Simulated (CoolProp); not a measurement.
Computed with CoolProp (reference Helmholtz-energy equation of state, Thol 2015).

### Question
Give the vapour pressure (MPa), liquid density (kg/m³), vapour density (kg/m³), liquid cp (kJ/(kg K)) of saturated octamethylcyclotetrasiloxane (D4) at 46.05 °C.

### Answer
```
T (°C)   p (MPa)  liquid density (kg/m³)  vapour density (kg/m³)  liquid cp (kJ/(kg K))
------  --------  ----------------------  ----------------------  ---------------------
46.05   0.000564                     927                  0.0632                   1.71
```
